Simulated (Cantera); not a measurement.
Charge: 1 mol Si, 0.02 mol N2O, 78 mol H2, held at 1352 °C and 0.100 bar.

Cantera equilibrium calculation (NASA polynomials, part measured and part estimated; ideal gas, pure solids and liquids). Candidate condensed phases: H2O, Si, SiO2, Si2N2O, Si3N4; 35 gas species. The numbers say what is thermodynamically allowed, not how fast it happens.

Base state: H2 0.999, N2 0.000256, SiO 0.000256, H 0.000223 (mole fractions); condensed: Si(s).

What changes in the equilibrium state with this change: temperature from 1352 °C to 700 °C?


```csv
species,before,after
H2,0.999,1.00
H,0.000223,3.43e-9
N2,0.000256,<1e-9
SiO,0.000256,<1e-9
"Si(s), mol",0.979,0.960
"Si2N2O(s), mol",0,0.0200
```

What changes in the equilibrium state with this change: temperature from 1352 °C to 1652 °C?


```
species       before     after
----------  --------  --------
H2             0.999     0.996
H           0.000223   0.00302
SiO         0.000256  0.000256
Si           1.63e-6  0.000174
SiH          1.03e-6   4.47e-5
SiH2         6.61e-6   6.79e-5
Si(s), mol     0.979         0
Si(l), mol         0     0.957
```
Gases not in the tables: Si2H6 and higher silanes.

What changes in the equilibrium state with this change: temperature from 1352 °C to 1200 °C?


```json
[
 {"species": "H2", "before": "0.999", "after": "1.000"},
 {"species": "H", "before": "0.000223", "after": "4.01e-5"},
 {"species": "N2", "before": "0.000256", "after": "3.51e-5"},
 {"species": "SiO", "before": "0.000256", "after": "3.51e-5"},
 {"species": "Si(s), mol", "before": "0.979", "after": "0.963"},
 {"species": "Si2N2O(s), mol", "before": "0", "after": "0.0173"}
]
```
Mutual solubility and eutectic melting of coexisting phases are not modelled.
